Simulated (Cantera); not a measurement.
Input (Python, Cantera):

```python
import numpy as np
import cantera as ct

gas = ct.Solution("gri30.yaml")
gas.TPX = 1300, 1600, {'C2H6': 1, 'N2': 5.5}
reactor = ct.IdealGasConstPressureReactor(gas, energy="off", clone=False)
net = ct.ReactorNet([reactor])
net.rtol, net.atol = 1e-08, 1e-18
show = ['C2H6', 'H2', 'C2H', 'CH3', 'HCN', 'CH2', 'H']
times = np.geomspace(1e-05, 1, 10)

steps = ct.SolutionArray(gas, extra=["t"])
rows = []
print(f"{'t/s':>10s}{'T/K':>9s}{'P/Pa':>11s}" + "".join(f"{s:>11s}" for s in show))
for t in times:
    while net.time < t:
        t_next = net.step()
        steps.append(gas.state, t=t_next)
    rows.append([np.interp(t, steps.t, y) for y in (steps.T, steps.P, *steps(*show).X.T)])
    print(f"{t:10.3e}{rows[-1][0]:9.1f}{rows[-1][1]:11.4g}" + "".join(f"{x:11.3e}" for x in rows[-1][2:]))
rate = np.gradient(steps.T, steps.t)
print("integrator steps:", len(steps.t))
if steps.T.max() > steps.T[0] + 200:
    print(f"time of steepest temperature rise: {steps.t[rate.argmax()]:.4e} s")
gas.TPX = 1300, 1600, {'C2H6': 1, 'N2': 5.5}
gas.equilibrate("TP")
print(f"equilibrium (TP): T = {gas.T:.1f} K  " + "  ".join(f"{s} {gas[s].X[0]:.3e}" for s in show))
```

It prints:

```
       t/s      T/K       P/Pa       C2H6         H2        C2H        CH3        HCN        CH2          H
 1.000e-05   1300.0       1600  1.538e-01  5.563e-10  5.085e-29  5.420e-06  3.676e-21  1.416e-13  9.732e-10
 3.594e-05   1300.0       1600  1.538e-01  1.300e-08  2.227e-25  1.931e-05  1.741e-19  6.392e-12  9.039e-09
 1.292e-04   1300.0       1600  1.538e-01  6.707e-07  2.574e-21  6.734e-05  4.180e-17  2.440e-10  1.372e-07
 4.642e-04   1300.0       1600  1.536e-01  3.241e-05  7.755e-17  2.167e-04  1.724e-13  6.121e-09  1.760e-06
 1.668e-03   1300.0       1600  1.518e-01  1.061e-03  1.746e-12  5.917e-04  1.664e-10  7.127e-08  1.297e-05
 5.995e-03   1300.0       1600  1.361e-01  1.134e-02  1.304e-10  1.312e-03  2.165e-09  2.710e-07  2.715e-05
 2.154e-02   1300.0       1600  8.166e-02  4.775e-02  9.115e-10  1.160e-03  5.047e-09  2.553e-07  3.564e-05
 7.743e-02   1300.0       1600  1.151e-02  1.023e-01  3.486e-09  4.214e-04  7.217e-09  8.081e-08  4.025e-05
 2.783e-01   1300.0       1600  3.957e-04  1.309e-01  1.723e-09  7.117e-05  7.456e-09  3.612e-09  1.141e-05
 1.000e+00   1300.0       1600  1.911e-05  1.453e-01  5.551e-10  1.685e-05  7.349e-09  2.119e-10  3.016e-06
integrator steps: 1165
equilibrium (TP): T = 1300.0 K  C2H6 1.388e-07  H2 2.286e-01  C2H 5.999e-10  CH3 1.744e-06  HCN 8.489e-02  CH2 1.965e-11  H 4.210e-06
```

Model: GRI-Mech 3.0 (53 species, 325 reactions), integrated in Cantera. GRI-Mech 3.0 stops at C3 and has no aromatics, soot or wall deposition, so with more carbon than oxygen in the feed, carbon stays in small species such as C2H2 where larger ones or solid carbon would form. Radical loss at walls, strong at low pressure, is not modelled.
